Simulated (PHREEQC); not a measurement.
Dissolve 86 mmol/kgw HF, 6.7 mmol/kgw H2SiF6 and 28 mmol/kgw HNO3 at 20 °C. Closed to the air; pH follows from the charge balance.

Equilibrium calculation in PHREEQC: ion-association model, phreeqc.dat.

```yaml
pH: 1.43
ionic_strength: 0.0507 mol/kgw
density: 1.001 g/cm³
total_alkalinity: -154 meq/kg
```

| species | molality | activity | log γ |
|---|---|---|---|
| HF | 0.0828 | 0.0838 | 0.005 |
| H+ | 0.0440 | 0.0376 | -0.068 |
| NO3- | 0.0280 | 0.0226 | -0.093 |
| SiF6-2 | 0.00670 | 0.00311 | -0.333 |
| F- | 0.00200 | 0.00162 | -0.091 |
| HF2- | 0.000609 | 0.000500 | -0.085 |

Precipitation was switched off in this run. Complexes and solids missing from the database can't appear. SiF6-2 is the database's only silicon fluoride.
